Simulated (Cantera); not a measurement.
Feed: 1 mol SiHCl3, 3.3 mol N2, 0.23 mol H2, held at 1648.15 K and 9.30 Pa.

Equilibrium computed with Cantera from the NASA thermochemical tables; the gas is ideal and each condensed phase is pure. Candidate condensed phases: NH4Cl, Si, Si3N4; 28 gas species. The tables' values for SiCl3, SiCl are old estimates; treat these amounts as uncertain. Rates play no part.

**Question.** What is the equilibrium state?

**Answer.** 
```
Item                                  Value
--------------------------------  ---------
x(N2)                                 0.595
x(SiCl2)                              0.178
x(HCl)                                0.173
x(H2)                                0.0439
x(Cl)                               0.00601
x(H)                                0.00194
x(SiCl3)                            0.00149
x(SiCl)                            0.000375
x(Si)                              0.000203
gas amount                        5.550 mol
log10 activity of Si(s) (absent)      -1.14
```
